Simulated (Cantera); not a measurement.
## Silicon epitaxy and polysilicon growth: Si2Cl6 + H2

Charge: 1 mol Si2Cl6, 29 mol H2, held at 923 K and 1.33 mbar.

Equilibrium computed with Cantera from the NASA thermochemical tables; the gas is ideal and each condensed phase is pure. Candidate condensed phases: Si; 19 gas species. The feed counts by its element totals alone. The tables' values for SiCl3 are old estimates; treat these amounts as uncertain. The numbers say what is thermodynamically allowed, not how fast it happens.

```json
{
 "x(H2)": "0.931",
 "x(SiCl4)": "0.0379",
 "x(HCl)": "0.0236",
 "x(SiHCl3)": "0.00533",
 "x(SiCl3)": "0.000899",
 "x(SiCl2)": "0.000859",
 "x(SiH2Cl2)": "7.34e-5",
 "n(Si(s))": "0.619 mol",
 "gas_amount": "30.66 mol"
}
```
